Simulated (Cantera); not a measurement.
A perfectly stirred reactor is fed with 86.2 % NH3, 13.8 % H2, at 19000 Pa; it is held at 1775 K, and followed from long to short residence time.

Detailed kinetics in Cantera: the gas-phase N/H chemistry of the illustrative SiF4/NH3 mechanism in the Surface Chemkin manual (1991). Walls and surfaces, which speed up NH3 decomposition in real reactors, are not modelled.

Predict: x(NH3) at τ = 0.310 s; x(H2) at τ = 0.310 s; x(N2H2) at τ = 0.310 s; x(N) at τ = 0.310 s; x(NH) at τ = 0.310 s; x(NH3) at τ = 12.0 ms; x(H2) at τ = 12.0 ms; x(N2H2) at τ = 12.0 ms; x(N) at τ = 12.0 ms; x(NH) at τ = 12.0 ms.


| Property | Value |
|---|---|
| x(NH3) at τ = 0.310 s | 0.727 |
| x(H2) at τ = 0.310 s | 0.237 |
| x(N2H2) at τ = 0.310 s | 1.84e-6 |
| x(N) at τ = 0.310 s | 7.22e-8 |
| x(NH) at τ = 0.310 s | 2.31e-6 |
| x(NH3) at τ = 12.0 ms | 0.856 |
| x(H2) at τ = 12.0 ms | 0.142 |
| x(N2H2) at τ = 12.0 ms | 2.17e-6 |
| x(N) at τ = 12.0 ms | 5.09e-8 |
| x(NH) at τ = 12.0 ms | 2.06e-6 |
